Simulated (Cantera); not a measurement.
Charge: 1 mol SiC, 0.16 mol O2, 140 mol N2, at 1450 °C and 0.600 Pa.

Equilibrium computed with Cantera from the NASA thermochemical tables; the gas is ideal and each condensed phase is pure. Candidate condensed phases: C, Si, SiC, SiO2, Si2N2O, Si3N4; 34 gas species. Equilibrium is a limit: real reactors are often held back by kinetics, nucleation or transport.

Base state: N2 0.995, Si 0.00273, CO 0.00226, SiC2 2.49e-5, Si2C 1.89e-5 (mole fractions); condensed: C(graphite) + SiC(s).

**Question.** What changes in the equilibrium state with this change: temperature from 1450 °C to 1725 °C?

**Answer.** 
| species | before | after |
|---|---|---|
| N2 | 0.995 | 0.990 |
| Si | 0.00273 | 0.00679 |
| CO | 0.00226 | 0.00226 |
| SiC2 | 2.49e-5 | 0.000278 |
| CN | 3.43e-6 | 0.000224 |
| Si2C | 1.89e-5 | 3.24e-6 |
| C(graphite), mol | 0.0664 | 0.566 |
| SiC(s), mol | 0.605 | 0 |
